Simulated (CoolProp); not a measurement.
Vapour-liquid equilibrium of CH3F (R41) (1) + chloromethane (R40) (2) at 286.3 K; x and y are mole fractions of (1).

Values from CoolProp's multi-fluid Helmholtz-energy mixture model, Lemmon 2006 and Thol 2014; pair parameters Bell 2016.

Question: Give the bubble pressure and the first vapour's composition at x = 0.05, 0.35, 0.55. Is there an azeotrope?

Answer: x = 0.05: 0.5204 MPa, y = 0.244; x = 0.35: 1.234 MPa, y = 0.741; x = 0.55: 1.703 MPa, y = 0.849. No azeotrope shows between x = 0.05 and 0.95.

Pair parameters are fitted to limited data, so mixtures are less certain than the pure fluids.
